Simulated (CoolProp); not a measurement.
A closed Brayton cycle with dry air: compressor inlet 329.15 K and 1.7 MPa, high pressure 3.27 MPa, turbine inlet 740 K, compressor efficiency 0.85, turbine efficiency 0.93, recuperator effectiveness 0.95 (on enthalpy, no pinch check). Each further row changes one setting.

Model: reference Helmholtz-energy equation of state, Lemmon 2000, in CoolProp. It is a pseudo-pure fit of the blend.

```csv
case,thermal efficiency (%),net work (kJ/kg),compressor to turbine work,compressor exit (K),turbine exit (K)
as stated,29.7,39.4,0.67,408.8,629.1
turbine inlet 690 K,25.6,___,___,408.8,585.5
compressor inlet 339.15 K,___,36.9,0.69,421.1,629.1
high pressure 2.78 MPa,___,33.0,0.64,387.7,___
recuperator effectiveness 0.5,16.7,39.4,0.67,408.8,629.1
```

What belongs in the gaps?


- turbine inlet 690 K, net work (kJ/kg): 31.2
- turbine inlet 690 K, compressor to turbine work: 0.72
- compressor inlet 339.15 K, thermal efficiency (%): 28.0
- high pressure 2.78 MPa, thermal efficiency (%): 30.8
- high pressure 2.78 MPa, turbine exit (K): 655.1
